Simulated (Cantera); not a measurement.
Input (Python, Cantera):

```python
import numpy as np
import cantera as ct

gas = ct.Solution("gri30.yaml")


def delay(T, t_max=10):
    gas.TPX = T, 37000, {'H2': 1, 'O2': 0.385, 'N2': 1.42, 'NO': 0.0094}
    reactor = ct.IdealGasConstPressureReactor(gas, clone=False)
    net = ct.ReactorNet([reactor])
    net.rtol, net.atol = 1e-8, 1e-16
    while net.time < t_max:
        t_old, T_old = net.time, reactor.T
        net.step()
        if reactor.T > T + 400:  # ignition: a rise of 400 K
            return t_old + (T + 400 - T_old) / (reactor.T - T_old) * (net.time - t_old)
    return np.nan


taus = []
for T in [1225, 1275, 1325, 1375, 1425, 1475, 1525]:
    taus.append(delay(T))
    print(f"T0 = {T:6g} K   tau = {taus[-1]:.4e} s")
```

Result:

```
T0 =   1225 K   tau = 1.2026e-04 s
T0 =   1275 K   tau = 1.0165e-04 s
T0 =   1325 K   tau = 8.9059e-05 s
T0 =   1375 K   tau = 8.0671e-05 s
T0 =   1425 K   tau = 7.5330e-05 s
T0 =   1475 K   tau = 7.2276e-05 s
T0 =   1525 K   tau = 7.0998e-05 s
```

Detailed kinetics in Cantera: GRI-Mech 3.0 (53 species, 325 reactions). The mechanism lacks 2 NO + O2 → 2 NO2 and HONO, so NO2 and the effect of NO are under-described below about 1400 K. Where the delays flatten at high temperature, the 400 K rule measures the pace of heat release, not the induction time.
